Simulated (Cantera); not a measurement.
Feed: 1 mol CO, 2.1 mol NH3, 0.19 mol N2, held at 1500 Torr.

These are equilibrium values from Cantera (NASA tables, ideal gas, pure condensed phases), not measurements of a reactor. Candidate condensed phases: C, C6H6, C7H8, C8H18, H2O; 136 gas species. Equilibrium is a limit: real reactors are often held back by kinetics, nucleation or transport.

log p: log10 of the partial pressure in bar; n: condensed amount in mol.

```csv
T (K),log p H2,log p N2,log p CO,log p H2O,log p CH4,log p CO2,n C(graphite)
923,-0.06,-0.25,-0.86,-0.73,-0.75,-1.21,0.160
1023,0.02,-0.30,-0.56,-1.11,-1.09,-1.57,0.0589
1123,0.05,-0.32,-0.47,-1.57,-1.47,-2.12,0
1223,0.06,-0.33,-0.44,…,…,…,0
1323,0.06,-0.33,-0.44,-2.30,-2.24,-3.07,0
1423,0.07,-0.34,-0.43,…,…,…,0
1523,0.07,-0.34,-0.43,-2.82,-2.89,-3.75,0
1623,0.07,-0.34,-0.43,-2.97,-3.21,-3.96,0
1723,0.07,-0.34,-0.43,-3.06,-3.54,-4.10,0
```

Problem. What belongs in the gaps?

Solution. 
- 1423, log p H2O: -2.59
- 1423, log p CH4: -2.57
- 1423, log p CO2: -3.45
- 1223, log p H2O: -1.96
- 1223, log p CH4: -1.88
- 1223, log p CO2: -2.63
